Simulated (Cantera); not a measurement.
A Cantera script and its output.

```python
import numpy as np
import cantera as ct

gas = ct.Solution("gri30.yaml")
gas.TPX = 1300, 70, {'C2H6': 1, 'N2': 1}
reactor = ct.IdealGasConstPressureReactor(gas, energy="off", clone=False)
net = ct.ReactorNet([reactor])
net.rtol, net.atol = 1e-08, 1e-18
show = ['C2H6', 'C2H4', 'CH3', 'H2', 'C2H2', 'H', 'C2H']
times = np.geomspace(9e-06, 200, 12)

steps = ct.SolutionArray(gas, extra=["t"])
rows = []
print(f"{'t/s':>10s}{'T/K':>9s}{'P/Pa':>11s}" + "".join(f"{s:>11s}" for s in show))
for t in times:
    while net.time < t:
        t_next = net.step()
        steps.append(gas.state, t=t_next)
    rows.append([np.interp(t, steps.t, y) for y in (steps.T, steps.P, *steps(*show).X.T)])
    print(f"{t:10.3e}{rows[-1][0]:9.1f}{rows[-1][1]:11.4g}" + "".join(f"{x:11.3e}" for x in rows[-1][2:]))
rate = np.gradient(steps.T, steps.t)
print("integrator steps:", len(steps.t))
if steps.T.max() > steps.T[0] + 200:
    print(f"time of steepest temperature rise: {steps.t[rate.argmax()]:.4e} s")
gas.TPX = 1300, 70, {'C2H6': 1, 'N2': 1}
gas.equilibrate("TP")
print(f"equilibrium (TP): T = {gas.T:.1f} K  " + "  ".join(f"{s} {gas[s].X[0]:.3e}" for s in show))
```

Result:

```
       t/s      T/K       P/Pa       C2H6       C2H4        CH3         H2       C2H2          H        C2H
 9.000e-06   1300.0         70  5.000e-01  2.000e-12  2.356e-06  1.626e-11  1.808e-20  2.120e-10  3.103e-34
 4.189e-05   1300.0         70  5.000e-01  1.593e-10  1.095e-05  3.204e-10  6.299e-18  8.943e-10  1.968e-30
 1.950e-04   1300.0         70  5.000e-01  1.490e-08  5.062e-05  1.072e-08  2.731e-15  9.334e-09  3.458e-26
 9.076e-04   1300.0         70  4.998e-01  1.439e-06  2.280e-04  1.231e-06  1.547e-12  2.538e-07  2.326e-21
 4.225e-03   1300.0         70  4.988e-01  1.340e-04  9.144e-04  1.293e-04  3.479e-09  5.366e-06  4.580e-16
 1.966e-02   1300.0         70  4.827e-01  7.504e-03  3.183e-03  6.825e-03  1.162e-05  4.523e-05  2.673e-11
 9.153e-02   1300.0         70  3.229e-01  9.112e-02  8.810e-03  7.593e-02  2.879e-03  1.095e-04  1.856e-09
 4.261e-01   1300.0         70  3.811e-02  1.948e-01  3.657e-03  1.920e-01  4.052e-02  1.432e-04  1.355e-08
 1.983e+00   1300.0         70  8.779e-04  1.488e-01  4.394e-04  2.487e-01  9.385e-02  3.314e-05  5.606e-09
 9.231e+00   1300.0         70  2.154e-05  1.070e-01  8.220e-05  2.774e-01  1.275e-01  7.088e-06  1.460e-09
 4.297e+01   1300.0         70  1.914e-06  6.775e-02  2.979e-05  3.032e-01  1.585e-01  2.876e-06  6.735e-10
 2.000e+02   1300.0         70  3.396e-06  9.036e-03  4.777e-05  3.423e-01  2.049e-01  5.457e-06  1.464e-09
integrator steps: 1527
equilibrium (TP): T = 1300.0 K  C2H6 3.612e-09  C2H4 2.057e-04  CH3 1.345e-06  H2 4.987e-01  C2H2 2.076e-01  H 2.973e-05  C2H 5.545e-09
```

Model: GRI-Mech 3.0 (53 species, 325 reactions), integrated in Cantera. GRI-Mech 3.0 stops at C3 and has no aromatics, soot or wall deposition, so with more carbon than oxygen in the feed, carbon stays in small species such as C2H2 where larger ones or solid carbon would form. Radical loss at walls, strong at low pressure, is not modelled.
